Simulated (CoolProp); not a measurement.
Values from CoolProp's reference Helmholtz-energy equation of state, Gao 2022.

### Question
Give the vapour pressure (MPa), liquid density (kg/m³), enthalpy of vaporisation (kJ/kg), liquid cp (kJ/(kg K)) of saturated n-perfluorohexane at 240.9, 307.1, 360 K.

### Answer
| T (K) | p (MPa) | liquid density (kg/m³) | enthalpy of vaporisation (kJ/kg) | liquid cp (kJ/(kg K)) |
|---|---|---|---|---|
| 240.9 | 0.00109 | 1840 | 107 | 0.957 |
| 307.1 | 0.0429 | 1650 | 90.8 | 1.06 |
| 360 | 0.251 | 1480 | 75.3 | 1.15 |
